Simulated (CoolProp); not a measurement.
R245ca along the isobar 4050 kPa: Z from the reference equation and from simpler models built on Tc = 447.6 K, pc = 3941 kPa, ω = 0.355; each cubic takes its own stable root.

Model: reference Helmholtz-energy equation of state, Zhou 2016, in CoolProp.

```csv
T (K),phase,reference
321.7,liquid,0.1516
340,liquid,0.1488
358.3,liquid,0.1471
376.7,liquid,0.1467
395,liquid,0.1480
413.3,liquid,0.1520
431.7,liquid,0.1625
450,supercritical,0.3619
```

Task: How far does each simpler model (Soave-Redlich-Kwong, Peng-Robinson) lie from the reference over these 8 states: mean and median of the absolute difference, and the worst?

Result: 
- Soave-Redlich-Kwong: mean 11.7 %, median 10.1 %, worst +20.0 % at 431.7 K and 4050 kPa
- Peng-Robinson: mean 3.4 %, median 3.1 %, worst +7.1 % at 431.7 K and 4050 kPa
